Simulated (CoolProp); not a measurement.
Vapour-liquid equilibrium of CH2F2 (R32) (1) + R152A (2) at 18.5 bar; x and y are mole fractions of (1).

Computed with CoolProp (multi-fluid Helmholtz-energy mixture model, Tillner-Roth 1997 and Outcalt 1996; pair parameters Bell 2016).

```tsv
x	bubble temperature (K)	y at the bubble point	dew temperature at overall composition x (K)	liquid density (mol/L)
0.05	339.4	0.089	340.7	11.90
0.125	335.3	0.212	338.2	12.33
0.2	331.4	0.323	335.7	12.76
0.275	327.8	0.422	333.1	13.20
0.35	324.4	0.511	330.5	13.65
0.425	321.1	0.591	327.7	14.10
0.5	318.1	0.663	324.8	14.57
0.575	315.2	0.728	321.8	15.06
0.65	312.5	0.787	318.7	15.56
0.725	309.9	0.841	315.4	16.08
0.8	307.5	0.889	311.9	16.63
0.875	305.2	0.934	308.2	17.19
0.95	303.0	0.975	304.3	17.78
```

No azeotrope shows between x = 0.05 and 0.95.

Pair parameters are fitted to limited data, so mixtures are less certain than the pure fluids.
